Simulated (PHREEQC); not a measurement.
Dissolve 0.28 mol/kgw KH2PO4 at 56 °C. Closed to the air; pH follows from the charge balance.

The numbers come from PHREEQC with the ion-association model, phreeqc.dat.

The ionic strength comes out as 0.281 mol/kgw. What activity coefficients do H2PO4-, HPO4-2, H+, K+, KHPO4- get?

H2PO4- 0.71, HPO4-2 0.25, H+ 0.77, K+ 0.67, KHPO4- 0.71.

No solid was allowed to form. At this temperature some constants are extrapolated from 25 °C, and those without enthalpy data are left unchanged.
